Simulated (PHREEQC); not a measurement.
Make-up at 20 °C: 0.0092 mol/kgw HF and 0.0025 mol/kgw Na2SO4. Closed to the air; pH follows from the charge balance.

Computed with PHREEQC (ion-association model, phreeqc.dat).

Precipitation was switched off in this run.

Question: Order these F species by the share of F that they hold, largest first: HF, HF2-, F-.

Answer: HF (71 %), F- (27 %), HF2- (1.3 %)

Question: Order these S species by the share of S that they hold, largest first: NaSO4-, HSO4-, SO4-2.

Answer: SO4-2 (87 %), HSO4- (12 %), NaSO4- (1.4 %)

The pH is 2.68 and the ionic strength 0.00942 mol/kgw.
